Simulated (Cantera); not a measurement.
Feed: 1 mol Pb, 0.049 mol O2, 1.8 mol N2, equilibrated at 1202 °C.

Equilibrium computed with Cantera from the NASA thermochemical tables; the gas is ideal and each condensed phase is pure. Candidate condensed phases: Pb, PbO, PbO2, Pb3O4; 12 gas species. Each liquid is taken as pure. Mutual solubility and eutectic melting of coexisting phases are not modelled. Gases not in the tables: (PbO)n polymers. Equilibrium is a limit: real reactors are often held back by kinetics, nucleation or transport.

Problem. Which condensed phases are stable at each of these points (P (Pa)): 10, 36, 130, 460, 1700, 6000, 22000, 77000, 280000, 1000000?

Solution. 
```csv
P (Pa),condensed phases,Pb condensed (%)
10,gas only,0.0
36,gas only,0.0
130,gas only,0.0
460,gas only,0.0
1700,gas only,0.0
6000,Pb(l),0.7
22000,Pb(l) + PbO(l),76.3
77000,Pb(l) + PbO(l),93.8
280000,Pb(l) + PbO(l),98.3
1000000,Pb(l) + PbO(l),99.5
```

From 0.000100 bar to 0.0170 bar nothing is condensed. At 0.0600 bar the condensed part is Pb(l). From 0.220 bar to 10.0 bar the condensed part is Pb(l) + PbO(l).
